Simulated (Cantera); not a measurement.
A Cantera script and what it prints.

```python
import numpy as np
import cantera as ct

gas_names = """
    F FO FO2 F2 F2O H HF HOF HO2 H2 H2F2 H2O H2O2 H3F3 H4F4 H5F5 H6F6 H7F7 Mg MgF MgF2 MgH MgO MgOH
    MgO2H2 Mg2 Mg2F4 O OH O2 O3
""".split()
cond_names = """
    H2O(s) H2O(L) Mg(cr) Mg(L) MgF2(s) MgF2(L) MgO(s) MgO(L) MgO2H2(s)
""".split()


def load(file, names, dense=False):
    # The tables refer to 1 bar. Condensed volumes are neglected.
    table = {s.name: s for s in ct.Species.list_from_file(file)}
    out = []
    for n in names:
        d = dict(table[n].input_data)
        d["thermo"] = dict(d["thermo"], **{"reference-pressure": 1e5})
        if dense:
            d["equation-of-state"] = {"model": "constant-volume", "density": "1e6 g/cm^3"}
        out.append(ct.Species.from_dict(d))
    return out


gas = ct.Solution(thermo="ideal-gas", species=load("nasa_gas.yaml", gas_names))
cond = {s.name: ct.Solution(thermo="fixed-stoichiometry", species=[s], name=s.name)
        for s in load("nasa_condensed.yaml", cond_names, dense=True)}
atoms = {
    'MgF2': {'Mg': 1, 'F': 2},
    'H2O': {'H': 2, 'O': 1},
    'H2': {'H': 2},
}
top_T = {}  # K; cautious upper limits of use, not melting points


def equilibrate(T, P, feed):
    n = {}
    for name, mol in feed.items():
        for a, k in atoms[name].items():
            n[a] = n.get(a, 0.0) + k * mol
    gas.TPX = T, P, n
    mass = sum(n.values()) * gas.mean_molecular_weight
    gas.equilibrate("TP")
    valid = [c for c in cond.values() if c.min_temp <= T <= top_T.get(c.name, c.max_temp)]
    mix = ct.Mixture([(gas, mass / gas.mean_molecular_weight)] + [(c, 0.0) for c in valid])
    mix.T, mix.P = T, P
    mix.equilibrate("TP", solver="vcs", rtol=1e-11, max_steps=5000)
    return mix


results = []
feed = {'MgF2': 1, 'H2O': 1.3, 'H2': 22}  # mol
P = 17000  # Pa
for T in [1700, 1775, 1850, 1925, 2000, 2075, 2150]:
    mix = equilibrate(T, P, feed)
    results.append((T, P, feed, dict(zip(mix.species_names, mix.species_moles))))

top = {s: max(r[3][s] / sum(r[3][g] for g in gas_names) for r in results) for s in gas_names}
cols = sorted((s for s in top if top[s] > 0.001), key=lambda s: -top[s])[:9]
seen = [c for c in cond_names if any(r[3].get(c, 0) > 1e-12 for r in results)]
print("log10 of partial pressures in bar; condensed amounts in mol")
print(f"{'T/K':>10s}" + "".join(f"{s[:9]:>10s}" for s in cols + seen))
for T, P, feed, n in results:
    ng = sum(n[g] for g in gas_names)
    print(f"{T:10.4g}" + "".join(f"{np.log10(max(n[s] / ng * P / 1e5, 1e-99)):10.3f}" for s in cols)
          + "".join(f"{n.get(c, 0):10.4g}" for c in seen))
```

It prints:

```
log10 of partial pressures in bar; condensed amounts in mol
       T/K        H2        HF       H2O        Mg         H      MgF2       MgF    MgO(s)
      1700    -0.813    -1.871    -2.624    -5.211    -4.238    -3.575    -5.140      0.96
      1775    -0.813    -1.880    -2.597    -4.615    -3.945    -3.414    -4.696    0.9384
      1850    -0.814    -1.890    -2.561    -4.081    -3.676    -3.284    -4.303    0.9064
      1925    -0.815    -1.902    -2.509    -3.609    -3.427    -3.188    -3.964    0.8557
      2000    -0.818    -1.913    -2.435    -3.201    -3.198    -3.128    -3.679    0.7712
      2075    -0.824    -1.925    -2.336    -2.858    -2.987    -3.105    -3.448    0.6311
      2150    -0.834    -1.936    -2.217    -2.571    -2.792    -3.112    -3.264    0.4087
```

Equilibrium computed with Cantera from the NASA thermochemical tables; the gas is ideal and each condensed phase is pure. The tables' values for MgH are old estimates; treat these amounts as uncertain.
